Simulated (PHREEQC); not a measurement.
Solution (20 °C): 0.0036 mol MgSO4, 0.00022 mol CaCl2 and 0.24 mol LiCl per kg of water. Closed to the air; pH follows from the charge balance.

Equilibrium calculation in PHREEQC: ion-association model, phreeqc.dat.

Each row changes one thing in this solution. No solid was allowed to form.

```json
[
 {"case": "as made", "pH": "7.00", "Mg+2 (mol/kgw)": "0.00344", "SO4-2 (mol/kgw)": "0.00266", "LiSO4- (mol/kgw)": "0.000772", "Ca+2 (mol/kgw)": "0.000212", "MgSO4 (mol/kgw)": "0.000158", "SI of Gypsum (CaSO4:2H2O)": "-2.76"},
 {"case": "0.34 mol/kgw HBr added", "pH": "0.59", "Mg+2 (mol/kgw)": "0.00358", "SO4-2 (mol/kgw)": "0.000505", "LiSO4- (mol/kgw)": "0.000107", "Ca+2 (mol/kgw)": "0.000217", "MgSO4 (mol/kgw)": "1.85e-5", "SI of Gypsum (CaSO4:2H2O)": "-3.70"},
 {"case": "0.0099 mol/kgw LiBr added", "pH": "7.00", "Mg+2 (mol/kgw)": "0.00345", "SO4-2 (mol/kgw)": "0.00265", "LiSO4- (mol/kgw)": "0.000789", "Ca+2 (mol/kgw)": "0.000213", "MgSO4 (mol/kgw)": "0.000154", "SI of Gypsum (CaSO4:2H2O)": "-2.77"},
 {"case": "diluted 2-fold with water", "pH": "7.03", "Mg+2 (mol/kgw)": "0.00173", "SO4-2 (mol/kgw)": "0.00146", "LiSO4- (mol/kgw)": "0.000269", "Ca+2 (mol/kgw)": "0.000107", "MgSO4 (mol/kgw)": "6.76e-5", "SI of Gypsum (CaSO4:2H2O)": "-3.12"},
 {"case": "0.013 mol/kgw Al(NO3)3 added", "pH": "3.81", "Mg+2 (mol/kgw)": "0.00353", "SO4-2 (mol/kgw)": "0.00138", "LiSO4- (mol/kgw)": "0.000368", "Ca+2 (mol/kgw)": "0.000217", "MgSO4 (mol/kgw)": "7.22e-5", "SI of Gypsum (CaSO4:2H2O)": "-3.10"}
]
```

Complexes and solids missing from the database can't appear. Some of these states are supersaturated (in Gibbsite (slow to form), for instance).
